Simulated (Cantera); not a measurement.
Input (Python, Cantera):

```python
import numpy as np
import cantera as ct

gas = ct.Solution("gri30.yaml")
gas.TPX = 1748, 950000, {'CH4': 1, 'O2': 1.25, 'N2': 10.2}
reactor = ct.IdealGasConstPressureReactor(gas, energy="on", clone=False)
net = ct.ReactorNet([reactor])
net.rtol, net.atol = 1e-08, 1e-16
show = ['CH4', 'O2', 'NO', 'C2H6', 'O']
times = np.geomspace(3e-06, 7, 15)

steps = ct.SolutionArray(gas, extra=["t"])
rows = []
print(f"{'t/s':>10s}{'T/K':>9s}{'P/Pa':>11s}" + "".join(f"{s:>11s}" for s in show))
for t in times:
    while net.time < t:
        t_next = net.step()
        steps.append(gas.state, t=t_next)
    rows.append([np.interp(t, steps.t, y) for y in (steps.T, steps.P, *steps(*show).X.T)])
    print(f"{t:10.3e}{rows[-1][0]:9.1f}{rows[-1][1]:11.4g}" + "".join(f"{x:11.3e}" for x in rows[-1][2:]))
rate = np.gradient(steps.T, steps.t)
print("integrator steps:", len(steps.t))
if steps.T.max() > steps.T[0] + 200:
    print(f"time of steepest temperature rise: {steps.t[rate.argmax()]:.4e} s")
gas.TPX = 1748, 950000, {'CH4': 1, 'O2': 1.25, 'N2': 10.2}
gas.equilibrate("HP")
print(f"equilibrium (HP): T = {gas.T:.1f} K  " + "  ".join(f"{s} {gas[s].X[0]:.3e}" for s in show))
```

It prints:

```
       t/s      T/K       P/Pa        CH4         O2         NO       C2H6          O
 3.000e-06   1747.6    9.5e+05  8.019e-02  1.004e-01  2.032e-12  1.930e-06  2.377e-07
 8.550e-06   1747.7    9.5e+05  7.968e-02  1.002e-01  1.360e-11  5.237e-05  6.350e-07
 2.437e-05   1757.5    9.5e+05  7.579e-02  9.819e-02  1.453e-10  6.685e-04  2.117e-06
 6.945e-05   2518.6    9.5e+05  9.957e-09  7.662e-05  1.757e-04  2.895e-16  9.843e-05
 1.979e-04   2540.2    9.5e+05  2.462e-11  1.764e-05  2.049e-04  4.068e-22  2.429e-05
 5.642e-04   2540.3    9.5e+05  2.375e-11  1.741e-05  2.094e-04  3.779e-22  2.399e-05
 1.608e-03   2540.2    9.5e+05  2.379e-11  1.739e-05  2.168e-04  3.790e-22  2.397e-05
 4.583e-03   2540.2    9.5e+05  2.382e-11  1.738e-05  2.221e-04  3.799e-22  2.396e-05
 1.306e-02   2540.2    9.5e+05  2.382e-11  1.738e-05  2.226e-04  3.800e-22  2.396e-05
 3.722e-02   2540.2    9.5e+05  2.382e-11  1.738e-05  2.226e-04  3.800e-22  2.396e-05
 1.061e-01   2540.2    9.5e+05  2.382e-11  1.738e-05  2.226e-04  3.800e-22  2.396e-05
 3.024e-01   2540.2    9.5e+05  2.382e-11  1.738e-05  2.226e-04  3.800e-22  2.396e-05
 8.618e-01   2540.2    9.5e+05  2.382e-11  1.738e-05  2.226e-04  3.800e-22  2.396e-05
 2.456e+00   2540.2    9.5e+05  2.382e-11  1.738e-05  2.226e-04  3.800e-22  2.396e-05
 7.000e+00   2540.2    9.5e+05  2.382e-11  1.738e-05  2.226e-04  3.800e-22  2.396e-05
integrator steps: 1653
time of steepest temperature rise: 5.4576e-05 s
equilibrium (HP): T = 2540.2 K  CH4 2.678e-11  O2 1.738e-05  NO 2.226e-04  C2H6 4.643e-22  O 2.396e-05
```

Detailed kinetics in Cantera: GRI-Mech 3.0 (53 species, 325 reactions).
